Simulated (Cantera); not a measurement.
A closed system holds: 1 mol SiO₂, 1.7 mol F₂, 1.2 mol H₂, held at 798.15 K and 16.0 Pa.

Cantera equilibrium calculation (NASA polynomials, part measured and part estimated; ideal gas, pure solids and liquids). Candidate condensed phases: H₂O, Si, SiO₂; 38 gas species. Rates play no part.

Base state: HF 0.618, SiF₄ 0.158, H₂O 0.132, O₂ 0.0919 (mole fractions); condensed: SiO₂(α-quartz).

Task: What changes in the equilibrium state with this change: temperature from 798.15 K to 1700 K?

Result: 
```tsv
species	before	after
HF	0.618	0.820
SiF₄	0.158	0.0884
O₂	0.0919	0.0857
H₂O	0.132	0.00410
O	<1e-9	0.00103
F	<1e-9	0.000199
SiO₂(α-quartz), mol	0.570	0
SiO₂(condensed), mol	0	0.744
```
The tables' values for SiF₃ are old estimates; treat these amounts as uncertain. The tables hold silica as quartz up to 1696 K and as liquid above; real silica turns to tridymite and cristobalite and melts near 1996 K.
